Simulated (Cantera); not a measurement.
Premixed flame

A freely propagating, adiabatic, planar premixed flame of H2 : O2 : N2 = 1 : 0.877 : 3.3 (molar parts), equivalence ratio 0.57, unburnt at 450 K and 0.133 bar; mixture-averaged transport, grid criteria slope 0.08 and curve 0.16, no radiation.

Cantera simulation using the H2/O2 subset of GRI-Mech 3.0, which has no nitrogen chemistry; the numbers are that mechanism's predictions, not measurements. Burning velocities carry a grid error of a few per cent, more on coarse grids. Lean hydrogen flames are cellular in practice and burn faster than this planar one.

```csv
z (mm),T (K),u (m/s),x H2,x O2,x H,x H2O,x O,x HO2
-16.1,450,2.19,0.193,0.169,<1e-8,<1e-8,<1e-8,<1e-8
-10.7,450,2.19,0.193,0.169,<1e-8,<1e-8,<1e-8,<1e-8
-8.05,450,2.19,0.193,0.169,<1e-8,<1e-8,<1e-8,<1e-8
-5.37,450,2.19,0.193,0.169,<1e-8,2.26e-7,<1e-8,2.14e-7
-2.68,467,2.26,0.187,0.170,8.32e-5,0.000935,5.26e-6,8.93e-5
-1.34,662,3.14,0.154,0.166,0.00404,0.0188,0.000157,5.07e-5
0,1011,4.66,0.0768,0.136,0.0226,0.0866,0.00423,2.18e-5
1.34,1259,5.76,0.0227,0.0959,0.0314,0.155,0.0113,1.24e-5
2.68,1383,6.30,0.0137,0.0860,0.0266,0.172,0.0128,9.34e-6
5.37,1510,6.83,0.0117,0.0828,0.0182,0.180,0.0114,7.17e-6
10.7,1631,7.32,0.00936,0.0809,0.0107,0.188,0.00877,5.37e-6
21.5,1735,7.73,0.00637,0.0799,0.00515,0.196,0.00577,3.71e-6
42.9,1810,8.03,0.00360,0.0796,0.00197,0.203,0.00318,2.30e-6
```
x: mole fraction of selected species; z is measured from the peak of heat release.

| Item | Value |
|---|---|
| laminar burning velocity | 219 cm/s |
| thermal thickness | 5.37 mm |
| peak x(H) | 0.0316 |
| peak x(O) | 0.0128 |
| peak x(HO2) | 9.30e-5 |
| grid points | 116 |
